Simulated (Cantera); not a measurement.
Cantera with NASA thermochemical tables; ideal gases at 1 bar, condensed phases pure. Values are per mole of reaction as written; species without (g) are pure solids or liquids, kept so even where they would boil at 1 bar. VN: taken at fixed stoichiometry.

2 VN = N2(g) + 2 V, with ΔH° = 434.3 kJ and ΔS° = 174.9 J/K at 300 K.

Task: How far is the shortcut ΔG° ≈ ΔH°(300 K) − T·ΔS°(300 K) from the full temperature-dependent value at 725, 875, 1025, 1175, 1325, 1475, 1625, 1775, 1925 K?

Result: 
```tsv
T (K)	shortcut (kJ)	full (kJ)	difference (kJ)	difference in log10 K
725	307.5	308.4	-1.0	0.07
875	281.2	283.3	-2.1	0.12
1025	255.0	258.5	-3.5	0.18
1175	228.8	234.1	-5.3	0.24
1325	202.5	209.9	-7.4	0.29
1475	176.3	185.9	-9.7	0.34
1625	150.0	162.2	-12.2	0.39
1775	123.8	138.7	-14.9	0.44
1925	97.6	115.3	-17.7	0.48
```
The shortcut ignores the heat-capacity change of the reaction.
